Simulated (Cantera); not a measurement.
Catalytic combustion on Pt

An isothermal plug-flow reactor at 875 K and 5.00 bar (inlet), inlet velocity 3.7 m/s, active area per volume 2100 1/m; feed H₂ : O₂ : N₂ : H₂O = 0.0038 : 0.18 : 0.79 : 0.0065 (molar parts).

Model: Deutschmann's 1995 Pt surface mechanism with GRI-Mech 3.0 gas chemistry, integrated in Cantera. Catalytic surfaces can have several steady states; this one follows from the mechanism file's or the stated starting coverage. Mass transfer to the wall is taken as infinitely fast.

```tsv
z (m)	x H₂	x O₂	x H₂O	θ free Pt	θ O*	θ OH*
0.00016	0.00324	0.183	0.00728	0.0537	0.943	0.00348
0.00027	0.00288	0.183	0.00763	0.0512	0.945	0.00344
0.00045	0.00240	0.183	0.00811	0.0480	0.949	0.00338
0.00075	0.00182	0.183	0.00870	0.0443	0.952	0.00331
0.0013	0.00114	0.182	0.00938	0.0403	0.956	0.00323
0.0021	0.000607	0.182	0.00992	0.0375	0.959	0.00317
0.0035	0.000216	0.182	0.0103	0.0355	0.961	0.00312
0.0058	4.22e-5	0.182	0.0105	0.0347	0.962	0.00310
0.0097	2.73e-6	0.182	0.0105	0.0345	0.962	0.00309
0.016	3.30e-8	0.182	0.0105	0.0345	0.962	0.00309
```
x: gas mole fraction; θ: surface coverage.
